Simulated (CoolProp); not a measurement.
A single-stage vapour-compression cycle with R113: evaporating at 300.15 K (dew point), condensing at 367.15 K (bubble point), superheat 8 K, subcooling 0 K, compressor efficiency 0.65, no pressure losses. Each further row changes one setting.

The numbers come from the reference Helmholtz-energy equation of state, Marx 1992 in CoolProp.

| case | cooling COP | pressure ratio | discharge temperature (K) | refrigerating effect (kJ/kg) | volumetric capacity (kJ/m³) |
|---|---|---|---|---|---|
| as stated | 2.10 | 7.80 | 377.4 | 91.9 | 333 |
| evaporating temperature 305.15 K | 2.38 | 6.45 | 376.5 | 95.1 | 411 |
| condensing temperature 362.15 K | 2.36 | 6.90 | 373.0 | 96.9 | 351 |
| subcooling 5 K | 2.22 | 7.80 | 377.4 | 96.9 | 351 |
| superheat 18 K | 2.17 | 7.80 | 388.5 | 98.7 | 346 |
| compressor efficiency 0.55 | 1.78 | 7.80 | 387.7 | 91.9 | 333 |
